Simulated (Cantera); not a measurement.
What does this Cantera script print?

```python
import numpy as np
import cantera as ct

gas_names = """
    H H2 N NH NH2 NH3 N2 N2H2 N2H4 V VN
""".split()
cond_names = """
    V(cr) V(L) VN(s)
""".split()


def load(file, names, dense=False):
    # The tables refer to 1 bar. Condensed volumes are neglected.
    table = {s.name: s for s in ct.Species.list_from_file(file)}
    out = []
    for n in names:
        d = dict(table[n].input_data)
        d["thermo"] = dict(d["thermo"], **{"reference-pressure": 1e5})
        if dense:
            d["equation-of-state"] = {"model": "constant-volume", "density": "1e6 g/cm^3"}
        out.append(ct.Species.from_dict(d))
    return out


gas = ct.Solution(thermo="ideal-gas", species=load("nasa_gas.yaml", gas_names))
cond = {s.name: ct.Solution(thermo="fixed-stoichiometry", species=[s], name=s.name)
        for s in load("nasa_condensed.yaml", cond_names, dense=True)}
atoms = {
    'V': {'V': 1},
    'NH3': {'N': 1, 'H': 3},
    'H2': {'H': 2},
}
top_T = {'VN(s)': 2300}  # K; cautious upper limits of use, not melting points


def equilibrate(T, P, feed):
    n = {}
    for name, mol in feed.items():
        for a, k in atoms[name].items():
            n[a] = n.get(a, 0.0) + k * mol
    gas.TPX = T, P, n
    mass = sum(n.values()) * gas.mean_molecular_weight
    gas.equilibrate("TP")
    valid = [c for c in cond.values() if c.min_temp <= T <= top_T.get(c.name, c.max_temp)]
    mix = ct.Mixture([(gas, mass / gas.mean_molecular_weight)] + [(c, 0.0) for c in valid])
    mix.T, mix.P = T, P
    mix.equilibrate("TP", solver="vcs", rtol=1e-11, max_steps=5000)
    return mix


results = []
feed = {'V': 1, 'NH3': 0.53, 'H2': 20}  # mol
T = 2125  # K
P = 133.322  # Pa
mix = equilibrate(T, P, feed)
results.append((T, P, feed, dict(zip(mix.species_names, mix.species_moles))))
print(gas.report(threshold=1e-05))
for i in range(1, mix.n_phases):
    print(f"{mix.phase(i).name:16s} {mix.phase_moles(i):12.5e} mol")
```

Output:

```
       temperature   2125 K
          pressure   133.32 Pa
           density   2.0599e-05 kg/m^3
  mean mol. weight   2.7298 kg/kmol
   phase of matter   gas

                          1 kg             1 kmol
                     ---------------   ---------------
          enthalpy         2.969e+07        8.1049e+07  J
   internal energy        2.3218e+07         6.338e+07  J
           entropy             90504        2.4706e+05  J/K
    Gibbs function       -1.6263e+08       -4.4395e+08  J
 heat capacity c_p             12173             33230  J/K
 heat capacity c_v            9127.2             24916  J/K

                      mass frac. Y      mole frac. X     chem. pot. / RT
                     ---------------   ---------------   ---------------
                 H          0.034536          0.093528           -13.209
                H2           0.65314           0.88439           -26.418
                N2           0.12177          0.011866           -38.201
                 V           0.19055          0.010211            -7.247
     [   +7 minor]        1.6362e-06        8.3829e-08

V(cr)             7.71960e-01 mol
VN(s)             0.00000e+00 mol
```

Cantera equilibrium calculation (NASA polynomials, part measured and part estimated; ideal gas, pure solids and liquids). Condensed phases not in the tables: V2N, N, O or C dissolved in the metal.
